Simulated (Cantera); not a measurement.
## Transport properties of process gases

Gas mixture: O₂ = 0.65 (molar parts), at 170000 Pa, frozen composition.

Cantera's kinetic-theory transport with the Lennard-Jones parameters of GRI-Mech 3.0, ideal gas; thermal conductivity in the mixture-averaged form.

```json
[
 {"T (K)": "400", "ρ (kg/m³)": "1.64", "cp (J/kg/K)": "941.4", "μ (µPa s)": "25.6", "λ (mW/m/K)": "33.9", "Pr": "0.713", "D (cm²/s) C₂H₂": "0.167", "D (cm²/s) NH₃": "0.230", "D (cm²/s) H₂O": "0.238"},
 {"T (K)": "650", "ρ (kg/m³)": "1.01", "cp (J/kg/K)": "1017", "μ (µPa s)": "36.0", "λ (mW/m/K)": "51.6", "Pr": "0.709", "D (cm²/s) C₂H₂": "0.391", "D (cm²/s) NH₃": "0.559", "D (cm²/s) H₂O": "0.588"},
 {"T (K)": "900", "ρ (kg/m³)": "0.727", "cp (J/kg/K)": "1074", "μ (µPa s)": "44.7", "λ (mW/m/K)": "67.6", "Pr": "0.710", "D (cm²/s) C₂H₂": "0.680", "D (cm²/s) NH₃": "0.991", "D (cm²/s) H₂O": "1.05"},
 {"T (K)": "1150", "ρ (kg/m³)": "0.569", "cp (J/kg/K)": "1109", "μ (µPa s)": "52.5", "λ (mW/m/K)": "82.2", "Pr": "0.708", "D (cm²/s) C₂H₂": "1.03", "D (cm²/s) NH₃": "1.51", "D (cm²/s) H₂O": "1.61"},
 {"T (K)": "1400", "ρ (kg/m³)": "0.467", "cp (J/kg/K)": "1134", "μ (µPa s)": "59.7", "λ (mW/m/K)": "95.7", "Pr": "0.707", "D (cm²/s) C₂H₂": "1.43", "D (cm²/s) NH₃": "2.11", "D (cm²/s) H₂O": "2.25"},
 {"T (K)": "1650", "ρ (kg/m³)": "0.397", "cp (J/kg/K)": "1155", "μ (µPa s)": "66.4", "λ (mW/m/K)": "108", "Pr": "0.707", "D (cm²/s) C₂H₂": "1.88", "D (cm²/s) NH₃": "2.79", "D (cm²/s) H₂O": "2.98"},
 {"T (K)": "1900", "ρ (kg/m³)": "0.344", "cp (J/kg/K)": "1174", "μ (µPa s)": "72.7", "λ (mW/m/K)": "121", "Pr": "0.707", "D (cm²/s) C₂H₂": "2.38", "D (cm²/s) NH₃": "3.53", "D (cm²/s) H₂O": "3.78"}
]
```
D: mixture-averaged diffusion coefficient of that species in the mixture.
